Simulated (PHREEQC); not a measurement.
A solution holds 0.00041 mol K2SiO3 per kg of water, at 25 °C and 100 atm. Closed to the air; pH follows from the charge balance.

The numbers come from PHREEQC with the ion-association model, phreeqc.dat.

Precipitation was switched off in this run.

Task: Order these Si species by the share of Si that they hold, largest first: H3SiO4-, H4SiO4, H2SiO4-2.

Result: H3SiO4- (87 %), H4SiO4 (13 %), H2SiO4-2 (0.29 %)

The pH is 10.61 and the ionic strength 0.000821 mol/kgw. Under pressure, the constants of complexes without a molar volume in the database are unreliable.
